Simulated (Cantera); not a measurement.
Feed: 1 mol Fe2O3, 0.011 mol HCl, 0.46 mol N2, held at 725 K and 10000 Pa.

These are equilibrium values from Cantera (NASA tables, ideal gas, pure condensed phases), not measurements of a reactor. Candidate condensed phases: Fe, FeCl2, FeCl3, FeO, Fe(OH)2, Fe(OH)3, Fe2O3, Fe3O4, H2O, NH4Cl; 37 gas species. Condensed phases not in the tables: FeOCl. The numbers say what is thermodynamically allowed, not how fast it happens.

Base state: N2 0.977, HCl 0.0231, H2O 0.000148, FeCl3 9.22e-5 (mole fractions); condensed: Fe2O3(s).

Question: What changes in the equilibrium state with this change: temperature from 725 K to 1748 K?

Answer: 
```csv
species,before,after
N2,0.977,0.718
O2,<1e-9,0.258
HCl,0.0231,0.00816
FeCl2,4.44e-6,0.00208
NO,<1e-9,0.00367
Cl,6.48e-9,0.00479
OH,<1e-9,0.000197
O,<1e-9,0.000118
ClO,<1e-9,1.44e-5
"Fe2O3(s), mol",1.000,0
"Fe3O4(s), mol",0,0.666
```
